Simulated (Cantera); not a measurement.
A closed system holds: 1 mol SiHCl₃, 0.19 mol NH₃, 8.1 mol H₂, 4.8 mol N₂.

Equilibrium computed with Cantera from the NASA thermochemical tables; the gas is ideal and each condensed phase is pure. Candidate condensed phases: NH₄Cl, Si, Si₃N₄; 28 gas species. The tables' values for SiCl₃ are old estimates. Rates play no part.

Stable condensed phases, one row left out:

```
T in °C \ P in Pa
              5     13     36     98    260    710   1900   5100  14000  37000 100000
   1900       A      A      A      A      A      A      B      B      B      B      B
   1750       A      A      A      A      A      B      B      B      B      B      C
   1450       A      B      B      B      B      B      C      C      C      C      C
   1300       B      B      B      C      C      C      C      C      C      C      C
   1150       C      C      C      C      C      C      C      C      C      C      C
   1000       C      C      C      C      C      C      C      C      C      C      C
    850       C      C      C      C      C      C      C      C      C      C      C
    700       C      C      C      C      C      C      C      C      C      C      C
    550       C      C      C      C      C      C      C      C      C      C      C
```

A: gas only; B: Si; C: Si₃N₄.

Task: Give the row for 1600 °C.

Result: 5: gas only; 13: gas only; 36: gas only; 98: Si; 260: Si; 710: Si; 1900: Si; 5100: Si; 14000: Si₃N₄; 37000: Si₃N₄; 100000: Si₃N₄.
